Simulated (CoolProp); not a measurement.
A simple Rankine cycle with water: condensing at 289.15 K, boiler at 1.38 MPa, turbine inlet 472.6 K, turbine efficiency 0.75, pump efficiency 0.7, no recuperator. Each further row changes one setting.

Values from CoolProp's reference Helmholtz-energy equation of state, Wagner 2002.

```json
[
 {"case": "as stated", "thermal efficiency (%)": "25.3", "net work (kJ/kg)": "691", "heat in (kJ/kg)": "2730", "turbine exit temperature (K)": "289.1", "volume ratio over the turbine": "419"},
 {"case": "turbine inlet 492.6 K", "thermal efficiency (%)": "25.4", "net work (kJ/kg)": "707", "heat in (kJ/kg)": "2790", "turbine exit temperature (K)": "289.1", "volume ratio over the turbine": "402"},
 {"case": "condensing temperature 281.15 K", "thermal efficiency (%)": "26.4", "net work (kJ/kg)": "729", "heat in (kJ/kg)": "2770", "turbine exit temperature (K)": "281.2", "volume ratio over the turbine": "684"},
 {"case": "boiler pressure 0.966 MPa", "thermal efficiency (%)": "24.1", "net work (kJ/kg)": "666", "heat in (kJ/kg)": "2760", "turbine exit temperature (K)": "289.1", "volume ratio over the turbine": "292"},
 {"case": "turbine efficiency 0.65", "thermal efficiency (%)": "21.9", "net work (kJ/kg)": "599", "heat in (kJ/kg)": "2730", "turbine exit temperature (K)": "289.1", "volume ratio over the turbine": "438"}
]
```

The expansion ends wet for: as stated; turbine inlet 492.6 K; condensing temperature 281.15 K; boiler pressure 0.966 MPa; turbine efficiency 0.65.
